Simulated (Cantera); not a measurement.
Input: 1 mol BN, 39 mol HF, 4.8 mol H2, held at 2023 K and 75.0 Torr.

Cantera equilibrium calculation (NASA polynomials, part measured and part estimated; ideal gas, pure solids and liquids). Candidate condensed phases: B, BN; 31 gas species. The tables' values for BF2 are old estimates; treat these amounts as uncertain. Kinetics and transport are ignored.

Base state: HF 0.821, H2 0.142, BF3 0.0223, N2 0.0114, H 0.00227, BF2 0.000428, BHF2 3.64e-5 (mole fractions); condensed: gas only.

### Question
What changes in the equilibrium state with this change: temperature from 2023 K to 1423 K?

### Answer
```csv
species,before,after
HF,0.821,0.822
H2,0.142,0.144
BF3,0.0223,0.0228
H,0.00227,7.97e-6
N2,0.0114,0.0114
BF2,0.000428,5.50e-7
BHF2,3.64e-5,1.80e-6
```

### Question
What changes in the equilibrium state with this change: pressure from 75.0 Torr to 1.05 Torr?

### Answer
```csv
species,before,after
HF,0.821,0.816
H2,0.142,0.131
BF3,0.0223,0.0192
H,0.00227,0.0184
N2,0.0114,0.0113
BF,5.40e-6,0.000310
F,5.90e-6,5.16e-5
BF2,0.000428,0.00301
```

### Question
What changes in the equilibrium state with this change: temperature from 2023 K to 1400 K?

### Answer
| species | before | after |
|---|---|---|
| HF | 0.821 | 0.822 |
| H2 | 0.142 | 0.144 |
| BF3 | 0.0223 | 0.0228 |
| H | 0.00227 | 5.83e-6 |
| N2 | 0.0114 | 0.0114 |
| BF2 | 0.000428 | 3.78e-7 |
| BHF2 | 3.64e-5 | 1.52e-6 |
